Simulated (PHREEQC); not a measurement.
PHREEQC input (ion-association model, wateq4f.dat):

```
SOLUTION_MASTER_SPECIES
  An  An-  0  An  62.0  # stands for a non-complexing anion
SOLUTION_SPECIES
  An- = An-
    -log_k 0
    -gamma 3.0 0
PHASES
  Fix_H+
    H+ = H+
    -log_k 0
SOLUTION 1
  temp 25
  units mmol/kgw
  pH 7 charge
  Na 1
  An 1
END
SELECTED_OUTPUT 1
  -reset false
  -pH true
  -pe true
  -ionic_strength true
  -water true
  -totals Na
  -molalities Hfo_wOH Hfo_wOH2+ Hfo_wO- Hfo_sOH Hfo_sOH2+ Hfo_sO-
USER_PUNCH 1
  -headings sigma psi
  10 PUNCH EDL("sigma", "Hfo"), EDL("psi", "Hfo")
PRINT
  -reset false
USE solution 1
SURFACE 1
  Hfo_wOH 9.66292e-05 600 0.043
  Hfo_sOH 2.41573e-06
EQUILIBRIUM_PHASES 1
  Fix_H+ -3 HAn 10
    -force_equality true
  O2(g) -0.68 10
END
# ... the last block is repeated for the other 16 points of pH, with NaOH or the acid as the point needs
```

Selected output (columns that matter, 12 of 17 rows; pH added in front):

```
pH	mu	Na	m_Hfo_wOH	m_Hfo_wOH2+	m_Hfo_wO-	m_Hfo_sOH	m_Hfo_sOH2+	m_Hfo_sO-	sigma	psi
3	0.0020821	0.001	3.0166e-05	6.6148e-05	3.1516e-07	7.5416e-07	1.6537e-06	7.8789e-09	0.25237	0.23361
3.38	0.0014595	0.001	4.5074e-05	5.0637e-05	9.1913e-07	1.1268e-06	1.2659e-06	2.2978e-08	0.19059	0.22831
4.12	0.0010928	0.001	6.2919e-05	3.0762e-05	2.9482e-06	1.573e-06	7.6905e-07	7.3704e-08	0.10663	0.20591
4.5	0.0010432	0.001	6.7742e-05	2.4616e-05	4.2706e-06	1.6936e-06	6.1541e-07	1.0677e-07	0.077997	0.19105
5.25	0.0010111	0.001	7.2379e-05	1.7321e-05	6.9287e-06	1.8095e-06	4.3303e-07	1.7322e-07	0.03984	0.15742
5.62	0.0010062	0.001	7.3292e-05	1.5287e-05	8.0503e-06	1.8323e-06	3.8216e-07	2.0126e-07	0.027741	0.13906
6.38	0.0010021	0.001	7.3997e-05	1.2932e-05	9.6998e-06	1.8499e-06	3.233e-07	2.4249e-07	0.012392	0.098645
6.75	0.0010013	0.001	7.41e-05	1.2317e-05	1.0212e-05	1.8525e-06	3.0794e-07	2.553e-07	0.008071	0.078044
7.5	0.0010004	0.001	7.4167e-05	1.159e-05	1.0872e-05	1.8542e-06	2.8975e-07	2.7181e-07	0.0027514	0.035264
7.88	0.0010007	0.0010005	7.4174e-05	1.1354e-05	1.1101e-05	1.8544e-06	2.8386e-07	2.7752e-07	0.00097255	0.013316
8.62	0.0010046	0.0010049	7.4169e-05	1.0936e-05	1.1524e-05	1.8542e-06	2.734e-07	2.881e-07	-0.0022539	-0.029497
9	0.001011	0.0010115	7.4153e-05	1.0667e-05	1.1809e-05	1.8538e-06	2.6667e-07	2.9523e-07	-0.0043793	-0.051342
```

The oxide is taken as insoluble; below pH 4 it would dissolve.
